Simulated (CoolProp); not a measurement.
100 sccm (0 °C, 1 atm) of nitrogen bubbles through liquid hexamethyldisiloxane (MM) at 277.5 K and leaves saturated at a total pressure of 0.0444 MPa (ideal gas phase). Each further row changes one setting.

Computed with CoolProp (reference Helmholtz-energy equation of state, Thol 2016).

| case | vapour pressure (kPa) | mole fraction of vapour | delivery (mg/min) | delivery (sccm) | change of delivery for a bath 1 K warmer (%) |
|---|---|---|---|---|---|
| as stated | 1.77 | ___ | 30.1 | 4.16 | 6.5 |
| bath temperature 282.5 K | 2.39 | 0.0537 | 41.1 | 5.68 | 6.3 |
| total pressure 0.0888 MPa | 1.77 | ___ | 14.8 | 2.04 | ___ |

Some entries are withheld; supply them.


- as stated, mole fraction of vapour: 0.0400
- total pressure 0.0888 MPa, mole fraction of vapour: 0.0200
- total pressure 0.0888 MPa, change of delivery for a bath 1 K warmer (%): 6.4
